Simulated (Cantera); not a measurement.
Input: 1 mol Cu2O, 0.77 mol C, 0.38 mol N2, equilibrated at 100000 Pa.

Cantera equilibrium calculation (NASA polynomials, part measured and part estimated; ideal gas, pure solids and liquids). Candidate condensed phases: C, Cu, CuO, Cu2O; 27 gas species. The numbers say what is thermodynamically allowed, not how fast it happens.

log p: log10 of the partial pressure in bar; n: condensed amount in mol.

```csv
T (°C),log p CO,log p CO2,log p N2,log p Cu,log p Cu2,log p NO,n C(graphite),n Cu(s),n Cu(l)
577,-0.84,-0.34,-0.40,<-12,<-12,<-12,0.201,2.00,0
777,-0.33,-0.70,-0.48,-9.98,<-12,<-12,0,2.00,0
977,-0.33,-0.70,-0.48,-7.33,-11.64,[?],0,2.00,0
1177,-0.33,-0.70,-0.48,-5.46,-9.02,[?],0,0,2.00
1377,-0.33,-0.70,-0.48,-4.09,-7.12,[?],0,0,2.00
1577,-0.33,-0.70,-0.48,-3.02,-5.65,[?],0,0,2.00
1777,-0.33,-0.70,-0.48,-2.17,-4.48,[?],0,0,1.99
```

Task: Some entries are withheld; supply them.

Result: 
- 977, log p NO: -11.04
- 1177, log p NO: -8.89
- 1377, log p NO: -7.27
- 1577, log p NO: -6.00
- 1777, log p NO: -4.98
